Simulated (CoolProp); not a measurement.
Vapour-liquid equilibrium of n-pentane (1) + acetone (2) at 332.2 K; x and y are mole fractions of (1).

Computed with CoolProp (multi-fluid Helmholtz-energy mixture model, Thol 2019 and Lemmon 2006; pair parameters Bell 2016).

Question: Give the bubble pressure and the first vapour's composition at x = 0.35, 0.5, 0.65. Is there an azeotrope?

Answer: x = 0.35: 219.4 kPa, y = 0.592; x = 0.5: 229.9 kPa, y = 0.644; x = 0.65: 234.8 kPa, y = 0.692. y crosses x between x = 0.65 and 0.8: the model has an azeotrope there.

The pair parameters rest on a limited set of measurements; away from them the model extrapolates. With so large a gap from Raoult's law the liquid may split in two, which this calculation doesn't test in full.
